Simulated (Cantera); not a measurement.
A Cantera script and what it prints.

```python
import numpy as np
import cantera as ct

gas_names = """
    B BH BH2 BH3 BN B2 H H2 N NH NH2 NH3 N2 N2H2 N2H4
""".split()
cond_names = """
    B(b) B(L) BN(s)
""".split()


# ... load() reads the species with a 1 bar reference pressure and builds the phases ...
atoms = {
    'BN': {'B': 1, 'N': 1},
    'H2': {'H': 2},
    'N2': {'N': 2},
}
top_T = {'BN(s)': 3200}  # K; cautious upper limits of use, not melting points


# ... equilibrate(T, P, feed) seeds the gas with the atoms and calls Mixture.equilibrate('TP', solver="vcs", rtol=1e-11, max_steps=5000) ...
results = []
feed = {'BN': 1, 'H2': 150, 'N2': 0.65}  # mol
T = 898  # K
P = 1333.22  # Pa
mix = equilibrate(T, P, feed)
results.append((T, P, feed, dict(zip(mix.species_names, mix.species_moles))))
print(gas.report(threshold=0.0001))
for i in range(1, mix.n_phases):
    print(f"{mix.phase(i).name:16s} {mix.phase_moles(i):12.5e} mol")
```

Output:

```
       temperature   898 K
          pressure   1333.2 Pa
           density   0.00038001 kg/m^3
  mean mol. weight   2.1282 kg/kmol
   phase of matter   gas

                          1 kg             1 kmol
                     ---------------   ---------------
          enthalpy        8.2791e+06        1.7619e+07  J
   internal energy        4.7708e+06        1.0153e+07  J
           entropy             93693        1.9939e+05  J/K
    Gibbs function       -7.5857e+07       -1.6144e+08  J
 heat capacity c_p             14084             29973  J/K
 heat capacity c_v             10177             21659  J/K

                      mass frac. Y      mole frac. X     chem. pot. / RT
                     ---------------   ---------------   ---------------
                H2            0.9432           0.99568           -21.567
                N2          0.056788         0.0043141           -34.355
     [  +13 minor]        8.5717e-06         1.072e-06

B(b)              0.00000e+00 mol
BN(s)             1.00000e+00 mol
```

Method: chemical equilibrium by Gibbs-energy minimisation in Cantera with the NASA 1993 tables (ideal gas, pure condensed phases).
